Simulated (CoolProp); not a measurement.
Vapour-liquid equilibrium of cyclohexane (1) + dimethyl carbonate (2) at 448.4 K; x and y are mole fractions of (1).

Model: multi-fluid Helmholtz-energy mixture model, Zhou 2014 and Zhou 2011; pair parameters Bell 2016, in CoolProp.

```json
[
 {"x": "0.05", "bubble pressure, mixture model (MPa)": "0.9126", "bubble pressure, Raoult's law (MPa)": "0.8513", "y, mixture model": "0.104", "y, Raoult's law": "0.052"},
 {"x": "0.125", "bubble pressure, mixture model (MPa)": "0.9866", "bubble pressure, Raoult's law (MPa)": "0.8543", "y, mixture model": "___", "y, Raoult's law": "0.130"},
 {"x": "0.2", "bubble pressure, mixture model (MPa)": "___", "bubble pressure, Raoult's law (MPa)": "0.8573", "y, mixture model": "0.302", "y, Raoult's law": "0.207"},
 {"x": "0.275", "bubble pressure, mixture model (MPa)": "1.079", "bubble pressure, Raoult's law (MPa)": "0.8603", "y, mixture model": "0.367", "y, Raoult's law": "0.284"},
 {"x": "0.35", "bubble pressure, mixture model (MPa)": "1.104", "bubble pressure, Raoult's law (MPa)": "0.8633", "y, mixture model": "0.422", "y, Raoult's law": "0.361"},
 {"x": "0.425", "bubble pressure, mixture model (MPa)": "1.120", "bubble pressure, Raoult's law (MPa)": "0.8664", "y, mixture model": "___", "y, Raoult's law": "0.436"},
 {"x": "0.5", "bubble pressure, mixture model (MPa)": "1.128", "bubble pressure, Raoult's law (MPa)": "0.8694", "y, mixture model": "0.514", "y, Raoult's law": "0.512"},
 {"x": "0.575", "bubble pressure, mixture model (MPa)": "___", "bubble pressure, Raoult's law (MPa)": "0.8724", "y, mixture model": "___", "y, Raoult's law": "0.586"},
 {"x": "0.65", "bubble pressure, mixture model (MPa)": "___", "bubble pressure, Raoult's law (MPa)": "0.8754", "y, mixture model": "___", "y, Raoult's law": "0.660"},
 {"x": "0.725", "bubble pressure, mixture model (MPa)": "1.101", "bubble pressure, Raoult's law (MPa)": "0.8784", "y, mixture model": "0.655", "y, Raoult's law": "0.734"},
 {"x": "0.8", "bubble pressure, mixture model (MPa)": "___", "bubble pressure, Raoult's law (MPa)": "0.8814", "y, mixture model": "0.716", "y, Raoult's law": "0.807"},
 {"x": "0.875", "bubble pressure, mixture model (MPa)": "1.023", "bubble pressure, Raoult's law (MPa)": "0.8844", "y, mixture model": "0.794", "y, Raoult's law": "0.880"},
 {"x": "0.95", "bubble pressure, mixture model (MPa)": "0.9533", "bubble pressure, Raoult's law (MPa)": "0.8874", "y, mixture model": "0.901", "y, Raoult's law": "0.952"}
]
```

Task: Fill in the missing entries.

Result: 
- 0.125, y, mixture model: 0.218
- 0.2, bubble pressure, mixture model (MPa): 1.040
- 0.425, y, mixture model: 0.470
- 0.575, bubble pressure, mixture model (MPa): 1.127
- 0.575, y, mixture model: 0.558
- 0.65, bubble pressure, mixture model (MPa): 1.119
- 0.65, y, mixture model: 0.604
- 0.8, bubble pressure, mixture model (MPa): 1.070

The largest gap from Raoult's law is +29.7 % in bubble pressure, at x = 0.5. y crosses x between x = 0.5 and 0.575: the model has an azeotrope there.

Pair parameters are fitted to limited data, so mixtures are less certain than the pure fluids.
